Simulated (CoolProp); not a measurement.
Saturation properties of propane.

Computed with CoolProp (reference Helmholtz-energy equation of state, Lemmon 2009).

```json
[
 {"T (°C)": "6.15", "p (MPa)": "0.5700", "liquid density (kg/m³)": "520.2", "enthalpy of vaporisation (kJ/kg)": "366.0", "liquid viscosity (µPa s)": "118"},
 {"T (°C)": "13.55", "p (MPa)": "0.7030", "liquid density (kg/m³)": "509.6", "enthalpy of vaporisation (kJ/kg)": "354.8", "liquid viscosity (µPa s)": "109"},
 {"T (°C)": "20.85", "p (MPa)": "0.8553", "liquid density (kg/m³)": "498.8", "enthalpy of vaporisation (kJ/kg)": "342.9", "liquid viscosity (µPa s)": "…"},
 {"T (°C)": "28.15", "p (MPa)": "1.031", "liquid density (kg/m³)": "487.4", "enthalpy of vaporisation (kJ/kg)": "330.1", "liquid viscosity (µPa s)": "94.0"},
 {"T (°C)": "35.55", "p (MPa)": "1.234", "liquid density (kg/m³)": "475.2", "enthalpy of vaporisation (kJ/kg)": "316.1", "liquid viscosity (µPa s)": "86.9"},
 {"T (°C)": "42.85", "p (MPa)": "1.462", "liquid density (kg/m³)": "462.4", "enthalpy of vaporisation (kJ/kg)": "301.0", "liquid viscosity (µPa s)": "80.3"},
 {"T (°C)": "50.15", "p (MPa)": "1.719", "liquid density (kg/m³)": "…", "enthalpy of vaporisation (kJ/kg)": "284.5", "liquid viscosity (µPa s)": "…"},
 {"T (°C)": "57.55", "p (MPa)": "2.012", "liquid density (kg/m³)": "433.4", "enthalpy of vaporisation (kJ/kg)": "265.9", "liquid viscosity (µPa s)": "…"},
 {"T (°C)": "64.85", "p (MPa)": "2.336", "liquid density (kg/m³)": "416.7", "enthalpy of vaporisation (kJ/kg)": "245.1", "liquid viscosity (µPa s)": "61.6"}
]
```

**Question.** What belongs in the gaps?

**Answer.** 
- 20.85, liquid viscosity (µPa s): 101
- 50.15, liquid density (kg/m³): 448.6
- 50.15, liquid viscosity (µPa s): 73.9
- 57.55, liquid viscosity (µPa s): 67.7

It boils at -42.1 °C under 1 atm.

Viscosity comes from a separate model (Vogel 1998).
